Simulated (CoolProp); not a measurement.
Vapour-liquid equilibrium of n-heptane (1) + m-xylene (2) at 1.46 bar; x and y are mole fractions of (1).

The numbers come from the multi-fluid Helmholtz-energy mixture model, Span 2003 and Zhou 2012; pair parameters Bell 2016 in CoolProp.

| x | bubble temperature, mixture model (K) | bubble temperature, Raoult's law (K) | y, mixture model | y, Raoult's law |
|---|---|---|---|---|
| 0.05 | 421.9 | 423.0 | 0.145 | 0.127 |
| 0.15 | 414.5 | 416.8 | 0.357 | 0.334 |
| 0.25 | 408.7 | 411.4 | 0.504 | 0.491 |
| 0.35 | 404.1 | 406.6 | 0.614 | 0.613 |
| 0.45 | 400.1 | 402.2 | 0.700 | 0.710 |
| 0.55 | 396.6 | 398.3 | 0.771 | 0.788 |
| 0.65 | 393.5 | 394.8 | 0.832 | 0.852 |
| 0.75 | 390.7 | 391.5 | 0.885 | 0.904 |
| 0.85 | 388.1 | 388.5 | 0.934 | 0.947 |
| 0.95 | 385.7 | 385.8 | 0.979 | 0.984 |

The largest gap from Raoult's law is -2.7 K in bubble temperature, at x = 0.25. No azeotrope shows between x = 0.05 and 0.95.

Pair parameters are fitted to limited data, so mixtures are less certain than the pure fluids.
